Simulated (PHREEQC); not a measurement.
A PHREEQC speciation (ion-association model, wateq4f.dat) at 25 °C gives pH 6.39 and these molalities:

```json
[
 {"species": "Cl-", "mol/kgw": "0.00257"},
 {"species": "Cd+2", "mol/kgw": "0.00118"},
 {"species": "CdCl+", "mol/kgw": "0.000221"},
 {"species": "CdCl2", "mol/kgw": "2.08e-6"},
 {"species": "H+", "mol/kgw": "4.34e-7"},
 {"species": "CdOHCl", "mol/kgw": "2.10e-7"},
 {"species": "CdOH+", "mol/kgw": "1.96e-7"}
]
```

Problem. What are the element totals, and what could have been dissolved in 1 kg of water to give them?

Solution. This is not unique; one that fits is totals Cd 0.00140, Cl 0.00280 mol/kgw, from 0.0014 mol CdCl2 per kg of water.

No solid was allowed to form.
